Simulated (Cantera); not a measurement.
Adiabatic ignition

An adiabatic, constant-pressure homogeneous reactor starts with H2 : O2 : N2 : NO = 1 : 0.333 : 3.67 : 0.011 (molar parts), at 1725 K and 9.57 atm.

Computed with Cantera and GRI-Mech 3.0 (53 species, 325 reactions). The hydrogen kinetics of GRI-Mech 3.0 are dated; newer H2 mechanisms differ, most at raised pressure.

| t (s) | T (K) | x H2 | x O2 | x NO | x N2 | x H | x N2O |
|---|---|---|---|---|---|---|---|
| 2.00e-6 | 2114 | 0.0644 | 0.00491 | 0.00225 | 0.751 | 0.0505 | 2.17e-7 |
| 5.87e-6 | 2470 | 0.0680 | 0.000993 | 0.00232 | 0.773 | 0.0176 | 1.80e-7 |
| 1.72e-5 | 2586 | 0.0696 | 0.000170 | 0.00225 | 0.780 | 0.00680 | 2.54e-7 |
| 5.05e-5 | 2618 | 0.0700 | 5.22e-5 | 0.00203 | 0.782 | 0.00381 | 3.11e-7 |
| 0.000148 | 2623 | 0.0696 | 4.78e-5 | 0.00159 | 0.783 | 0.00362 | 2.27e-7 |
| 0.000435 | 2628 | 0.0691 | 5.07e-5 | 0.000979 | 0.783 | 0.00366 | 1.28e-7 |
| 0.00128 | 2631 | 0.0686 | 5.29e-5 | 0.000551 | 0.783 | 0.00369 | 8.54e-8 |
| 0.00374 | 2632 | 0.0686 | 5.34e-5 | 0.000459 | 0.783 | 0.00370 | 7.91e-8 |
| 0.0110 | 2632 | 0.0686 | 5.34e-5 | 0.000457 | 0.783 | 0.00370 | 7.91e-8 |
| 0.0322 | 2632 | 0.0686 | 5.34e-5 | 0.000457 | 0.783 | 0.00370 | 7.91e-8 |
| 0.0945 | 2632 | 0.0686 | 5.34e-5 | 0.000457 | 0.783 | 0.00370 | 7.91e-8 |
| 0.277 | 2632 | 0.0686 | 5.34e-5 | 0.000457 | 0.783 | 0.00370 | 7.91e-8 |
| 0.813 | 2632 | 0.0686 | 5.34e-5 | 0.000457 | 0.783 | 0.00370 | 7.91e-8 |
| 2.39 | 2632 | 0.0686 | 5.34e-5 | 0.000457 | 0.783 | 0.00370 | 7.91e-8 |
| 7.00 | 2632 | 0.0686 | 5.34e-5 | 0.000457 | 0.783 | 0.00370 | 7.91e-8 |
x: mole fraction; the columns are a selection and need not sum to one.

```yaml
time_of_steepest_temperature_rise: 1.51 µs
temperature at 7.00 s: 2632 K
equilibrium_temperature: 2632 K
x(H2) at 7.00 s: 0.0686 (gas-phase equilibrium 0.0686)
x(O2) at 7.00 s: 5.34e-5 (gas-phase equilibrium 5.34e-5)
x(NO) at 7.00 s: 0.000457 (gas-phase equilibrium 0.000457)
```
